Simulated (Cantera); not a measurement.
Input: 1 mol MgO, 0.015 mol HCl, 0.082 mol O2, equilibrated at 923 K and 10000 Pa.

Method: chemical equilibrium by Gibbs-energy minimisation in Cantera with the NASA 1993 tables (ideal gas, pure condensed phases). Candidate condensed phases: H2O, Mg, MgCl2, MgO, Mg(OH)2; 22 gas species. Condensed phases not in the tables: MgOHCl. Equilibrium is a limit: real reactors are often held back by kinetics, nucleation or transport.

Q: What is the equilibrium state?

A: 
```
Item                                    Value
--------------------------------  -----------
x(O2)                                   0.843
x(HCl)                                 0.0854
x(H2O)                                 0.0360
x(Cl2)                                 0.0360
x(Cl)                                 6.70e-5
x(HOCl)                               3.46e-6
x(ClO)                                1.52e-6
n(MgO(s))                            1.00 mol
gas amount                        0.09529 mol
log10 activity of Mg(s) (absent)       -27.87
log10 activity of Mg(l) (absent)       -27.87
```
